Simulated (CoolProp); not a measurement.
The fluid at 492.07 K and 8.63 MPa is throttled through a valve to 0.71 MPa with no heat exchange. The same conditions are run with several fluids, on thermodynamics alone (safety and materials aside).

Values from CoolProp's reference Helmholtz-energy equation of state of each fluid (sulfur hexafluoride: Guder 2009; R407C: Lemmon 2003; methane: Setzmann 1991; R507A: Lemmon 2003; neopentane: Lemmon 2006). Blends and air are pseudo-pure fits.

| fluid | temperature change (K) | final density (kg/m³) |
|---|---|---|
| sulfur hexafluoride | -20.5 | 26.9 |
| R407C | -36.3 | 16.5 |
| methane | -9.4 | 2.84 |
| R507A | -31.9 | 18.8 |
| neopentane | -62.4 | 15.6 |
